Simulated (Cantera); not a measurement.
## Equilibrium for oxide etching and cleaning by halides: B2O3 + NF3 + H2 + HF

A closed system holds: 1 mol B2O3, 1.7 mol NF3, 8.9 mol H2, 5.5 mol HF, at 1.33 mbar.

Equilibrium computed with Cantera from the NASA thermochemical tables; the gas is ideal and each condensed phase is pure. Candidate condensed phases: B, BN, B2O3, B3O3H3, H2O; 62 gas species. Gases not in the tables: H3BO3. The numbers say what is thermodynamically allowed, not how fast it happens.

| T (K) | log p HF | log p H2 | log p H2O | log p BF3 | log p BOF | log p N2 | log p B3O3F3 | log p HBO2 |
|---|---|---|---|---|---|---|---|---|
| 925 | -3.42 | -3.30 | -3.64 | -3.82 | -6.64 | -4.17 | -5.62 | -7.52 |
| 1025 | -3.39 | -3.30 | -3.67 | -3.87 | -5.49 | -4.17 | -5.21 | -6.39 |
| 1125 | -3.35 | -3.31 | -3.73 | -3.95 | -4.66 | -4.18 | -5.19 | -5.61 |
| 1225 | -3.30 | -3.32 | -3.85 | -4.14 | -4.17 | -4.20 | -5.83 | -5.26 |
| 1325 | -3.25 | -3.34 | -3.99 | -4.46 | -3.98 | -4.21 | -7.01 | -5.23 |
| 1425 | -3.23 | -3.34 | -4.10 | -4.87 | -3.91 | -4.22 | -8.29 | -5.26 |
| 1525 | -3.22 | -3.35 | -4.15 | -5.34 | -3.88 | -4.22 | -9.51 | -5.28 |
log p: log10 of the partial pressure in bar; nothing condenses.

From 925 K to 1525 K nothing is condensed.
